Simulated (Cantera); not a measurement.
## Silicon epitaxy and polysilicon growth: Si2H6 + N2

Input: 1 mol Si2H6, 85 mol N2, equilibrated at 925 K and 32.0 mbar.

These are equilibrium values from Cantera (NASA tables, ideal gas, pure condensed phases), not measurements of a reactor. Candidate condensed phases: Si, Si3N4; 18 gas species. The feed counts by its element totals alone. N2 is the only nitrogen source here; it is nearly inert below about 1500 K, so the nitride shown seldom forms there in practice. Kinetics and transport are ignored.

| Quantity | Value |
|---|---|
| x(N2) | 0.965 |
| x(H2) | 0.0346 |
| n(Si3N4(s)) | 0.667 mol |
| gas amount | 86.67 mol |
| log10 activity of Si(s) (absent) | -7.24 |
